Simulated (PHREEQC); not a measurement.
A solution holds 0.0039 mol Pb(NO3)2 and 0.0016 mol Na2SO4 per kg of water, at 25 °C. Closed to the air; pH follows from the charge balance.

The numbers come from PHREEQC with the ion-association model, phreeqc.dat.

This is a speciation only: nothing precipitates in the calculation.

Question: Order these Pb species by the share of Pb that they hold, largest first: PbNO3+, PbOH+, PbSO4, Pb+2.

Answer: Pb+2 (78 %), PbSO4 (16 %), PbNO3+ (5.4 %), PbOH+ (0.17 %)

Question: Order these S species by the share of S that they hold, largest first: Pb(SO4)2-2, NaSO4-, SO4-2, PbSO4.

Answer: SO4-2 (59 %), PbSO4 (40 %), NaSO4- (0.60 %), Pb(SO4)2-2 (0.40 %)

The pH is 5.20 and the ionic strength 0.0135 mol/kgw. Examples of supersaturated solids here: Anglesite. Others may be too.
